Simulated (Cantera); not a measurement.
What does this Cantera script print?

```python
import numpy as np
import cantera as ct

gas = ct.Solution("h2o2.yaml")
gas.TPX = 900, 1333, {'H2': 0.0067, 'O2': 1}
reactor = ct.IdealGasConstPressureReactor(gas, energy="off", clone=False)
net = ct.ReactorNet([reactor])
net.rtol, net.atol = 1e-08, 1e-18
show = ['H2', 'O2', 'H2O2', 'O', 'OH', 'H2O']
times = np.geomspace(1e-05, 3, 10)

steps = ct.SolutionArray(gas, extra=["t"])
rows = []
print(f"{'t/s':>10s}{'T/K':>9s}{'P/Pa':>11s}" + "".join(f"{s:>11s}" for s in show))
for t in times:
    while net.time < t:
        t_next = net.step()
        steps.append(gas.state, t=t_next)
    rows.append([np.interp(t, steps.t, y) for y in (steps.T, steps.P, *steps(*show).X.T)])
    print(f"{t:10.3e}{rows[-1][0]:9.1f}{rows[-1][1]:11.4g}" + "".join(f"{x:11.3e}" for x in rows[-1][2:]))
rate = np.gradient(steps.T, steps.t)
print("integrator steps:", len(steps.t))
if steps.T.max() > steps.T[0] + 200:
    print(f"time of steepest temperature rise: {steps.t[rate.argmax()]:.4e} s")
gas.TPX = 900, 1333, {'H2': 0.0067, 'O2': 1}
gas.equilibrate("TP")
print(f"equilibrium (TP): T = {gas.T:.1f} K  " + "  ".join(f"{s} {gas[s].X[0]:.3e}" for s in show))
```

Output:

```
       t/s      T/K       P/Pa         H2         O2       H2O2          O         OH        H2O
 1.000e-05    900.0       1333  6.655e-03  9.933e-01  2.944e-21  5.841e-16  5.819e-16  2.836e-18
 4.060e-05    900.0       1333  6.655e-03  9.933e-01  4.463e-20  8.527e-15  8.427e-15  1.327e-16
 1.649e-04    900.0       1333  6.655e-03  9.933e-01  7.402e-19  1.224e-13  1.168e-13  7.442e-15
 6.694e-04    900.0       1333  6.655e-03  9.933e-01  1.235e-17  1.351e-12  1.118e-12  3.223e-13
 2.718e-03    900.0       1333  6.655e-03  9.933e-01  2.102e-16  1.410e-11  8.063e-12  9.697e-12
 1.104e-02    900.0       1333  6.655e-03  9.933e-01  4.779e-15  7.129e-10  3.209e-10  8.249e-10
 4.481e-02    900.0       1333  5.974e-03  9.928e-01  2.185e-08  4.044e-04  1.658e-04  5.532e-04
 1.820e-01    900.0       1333  2.803e-05  9.929e-01  1.557e-08  4.332e-04  5.346e-05  6.613e-03
 7.388e-01    900.0       1333  1.546e-06  9.933e-01  7.816e-09  4.563e-05  1.405e-05  6.669e-03
 3.000e+00    900.0       1333  1.153e-07  9.933e-01  3.819e-09  3.685e-06  4.074e-06  6.675e-03
integrator steps: 1156
equilibrium (TP): T = 900.0 K  H2 1.868e-13  O2 9.933e-01  H2O2 5.230e-13  O 4.678e-11  OH 1.476e-08  H2O 6.678e-03
```

Model: the H2/O2 subset of GRI-Mech 3.0, which has no nitrogen chemistry, integrated in Cantera. Radical loss at walls, strong at low pressure, is not modelled. Below about 950 K walls govern HO2 and H2O2 in real vessels.
